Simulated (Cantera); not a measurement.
**Thermodynamics of hydrogen reduction and annealing atmospheres, feed FeS + H2 + N2**

Feed: 1 mol FeS, 0.63 mol H2, a varied amount of N2, held at 1777 °C and 4200 Pa.

Method: chemical equilibrium by Gibbs-energy minimisation in Cantera with the NASA 1993 tables (ideal gas, pure condensed phases). Candidate condensed phases: Fe, FeS, FeS2, S; 16 gas species. Equilibrium is a limit: real reactors are often held back by kinetics, nucleation or transport.

| n(N2) (mol) | log p N2 | log p H2 | log p S2 | log p Fe | log p SH | log p S | log p H | log p H2S | n Fe(l) |
|---|---|---|---|---|---|---|---|---|---|
| 4.6 | -1.48 | -2.38 | -2.49 | -3.20 | -3.53 | -3.60 | -3.83 | -3.91 | 0.912 |
| 6.2 | -1.46 | -2.48 | -2.59 | -3.20 | -3.64 | -3.66 | -3.89 | -4.07 | 0.888 |
| 8.3 | -1.44 | -2.59 | -2.71 | -3.20 | -3.75 | -3.71 | -3.94 | -4.23 | 0.856 |
| 11 | -1.43 | -2.70 | -2.82 | -3.20 | -3.86 | -3.77 | -4.00 | -4.40 | 0.815 |
| 15 | -1.42 | -2.83 | -2.94 | -3.20 | -3.98 | -3.83 | -4.06 | -4.58 | 0.754 |
| 20 | -1.41 | -2.94 | -3.06 | -3.20 | -4.10 | -3.89 | -4.12 | -4.76 | 0.677 |
| 27 | -1.40 | -3.07 | -3.19 | -3.20 | -4.23 | -3.95 | -4.18 | -4.95 | 0.571 |
| 36 | -1.40 | -3.19 | -3.32 | -3.20 | -4.35 | -4.02 | -4.24 | -5.14 | 0.433 |
| 48 | -1.39 | -3.32 | -3.44 | -3.20 | -4.48 | -4.08 | -4.30 | -5.32 | 0.251 |
| 64 | -1.39 | -3.44 | -3.57 | -3.20 | -4.61 | -4.15 | -4.36 | -5.51 | 0.00667 |
log p: log10 of the partial pressure in bar; n: condensed amount in mol.

From 4.6 mol N2 to 64 mol N2 the condensed part is Fe(l). The main Fe-bearing gas is Fe throughout. The share of Fe in condensed phases is highest at 4.6 mol N2 (91.2 %) and lowest at 64 mol N2 (0.7 %).
